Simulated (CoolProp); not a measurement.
The fluid at 352.28 K and 0.209 MPa is throttled through a valve to 0.0204 MPa with no heat exchange. The same conditions are run with several fluids, on thermodynamics alone (safety and materials aside).

Values from CoolProp's reference Helmholtz-energy equation of state of each fluid (CF4 (R14): Platzer 1990; R123: Younglove 1994; R21: Platzer 1990; n-pentane: Thol 2019; R143a: Lemmon and Jacobsen 2000). The equations of Platzer and Polt are older, rougher fits.

Task: Rank CF4 (R14), R123, R21, n-pentane, R143a by temperature change (K), highest first.

Result: CF4 (R14) (-0.7), R143a (-2.1), n-pentane (-3.9), R123 (-4.2), R21 (-4.7)

| fluid | final density (kg/m³) |
|---|---|
| CF4 (R14) | 0.614 |
| R123 | 1.08 |
| R21 | 0.729 |
| n-pentane | 0.511 |
| R143a | 0.590 |
